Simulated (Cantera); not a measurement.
Gas mixture: CO2 : O2 = 0.17 : 0.45 (molar parts), at 1.00 atm, frozen composition.

Cantera's kinetic-theory transport with the Lennard-Jones parameters of GRI-Mech 3.0, ideal gas; thermal conductivity in the mixture-averaged form.

D: mixture-averaged diffusion coefficient of that species in the mixture.

```
T (K)  ρ (kg/m³)  cp (J/kg/K)  μ (µPa s)  λ (mW/m/K)     Pr  D (cm²/s) O  D (cm²/s) OH  D (cm²/s) N2
-----  ---------  -----------  ---------  ----------  -----  -----------  ------------  ------------
400         1.08        940.2       23.6        31.3  0.710        0.505         0.495         0.319
500        0.860        985.9       28.0        38.8  0.711        0.742         0.727         0.471
600        0.717         1028       32.0        46.1  0.713         1.01         0.992         0.643
700        0.614         1064       35.7        53.1  0.716         1.31          1.29         0.836
800        0.538         1094       39.2           …  0.717            …             …             …
900        0.478         1118          …           …  0.718            …             …             …
```

Complete the blanks.


- 800, λ (mW/m/K): 59.8
- 800, D (cm²/s) O: 1.65
- 800, D (cm²/s) OH: 1.61
- 800, D (cm²/s) N2: 1.05
- 900, μ (µPa s): 42.5
- 900, λ (mW/m/K): 66.2
- 900, D (cm²/s) O: 2.01
- 900, D (cm²/s) OH: 1.96
- 900, D (cm²/s) N2: 1.28
